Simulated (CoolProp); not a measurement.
Computed with CoolProp (reference Helmholtz-energy equation of state, Span 1996).

Problem. For carbon dioxide, give the phase and the density (kg/m³), speed of sound (m/s), expansivity (1/kK), viscosity (µPa s) at 43.45 °C and 195 bar.

Solution. 
- 43.45 °C and 195 bar: supercritical; density 816, speed of sound 487, expansivity 6.88, viscosity 74.9

Viscosity comes from a separate model (Laesecke 2017).
